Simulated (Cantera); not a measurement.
Charge: 1 mol B2H6, 13 mol NH3, 3.8 mol N2, held at 825 °C and 4.80 mbar.

Method: chemical equilibrium by Gibbs-energy minimisation in Cantera with the NASA 1993 tables (ideal gas, pure condensed phases). Candidate condensed phases: B, BN; 15 gas species. The feed counts by its element totals alone. Equilibrium is a limit: real reactors are often held back by kinetics, nucleation or transport.

Base state: H2 0.708, N2 0.292 (mole fractions); condensed: BN(s).

**Question.** What changes in the equilibrium state with this change: B2H6 replaced by BCl3?

**Answer.** 
```
species     before   after
----------  ------  ------
H2           0.708   0.584
N2           0.292   0.318
HCl              0  0.0974
BN(s), mol    2.00   1.000
```
Further candidate phases: NH4Cl.

**Question.** What changes in the equilibrium state with this change: temperature from 825 °C to 1727 °C?

**Answer.** 
```
species      before    after
----------  -------  -------
H2            0.708    0.691
N2            0.292    0.290
H           3.00e-7   0.0195
BH2           <1e-9  9.41e-5
BN(s), mol     2.00     2.00
```
The tables' values for BH2 are old estimates; treat these amounts as uncertain.
